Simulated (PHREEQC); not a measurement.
Dissolve 5.5 mol/kgw NaCl and 0.055 mol/kgw FeCl2 at 15 °C. It is in equilibrium with CO2 at log p = -1 (atm). Otherwise closed; pH follows from the charge balance.

All values are PHREEQC results (Pitzer model, pitzer.dat), not measurements.

```
quantity           before     after
---------------  --------  --------
pH                   3.75      4.29
HCO3- (mol/kgw)   2.77e-5   5.88e-5
CO3-2 (mol/kgw)  1.86e-10  2.89e-10
```

Problem. What was changed between the two runs?
(A) FeCl2 from 0.055 to 0.0275 mol/kgw
(B) NaCl left out
(C) NaCl from 5.5 to 0.55 mol/kgw
(D) diluted 100-fold with water

Solution. C, NaCl from 5.5 to 0.55 mol/kgw

This is a speciation only: nothing precipitates in the calculation. In brines, pH and single-ion activities rest on the MacInnes convention.
